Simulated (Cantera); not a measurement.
Standard-state values (1 bar) from the NASA 1993 polynomials, evaluated with Cantera. Values are per mole of reaction as written; species without (g) are pure solids or liquids, kept so even where they would boil at 1 bar.

Problem. Between 1500 and 2400 K, where is each reaction favourable under standard conditions?
- 6 Cl(g) + 3 F2(g) + 2 BN = 2 NF3(g) + 2 BCl3(g)

Solution. 
- 6 Cl(g) + 3 F2(g) + 2 BN = 2 NF3(g) + 2 BCl3(g): ΔG° is -479 kJ at 1500 K and 24 kJ at 2400 K; it changes sign between 2250 and 2400 K. ΔH° is -1321 kJ and ΔS° -560 J/K at 2400 K.
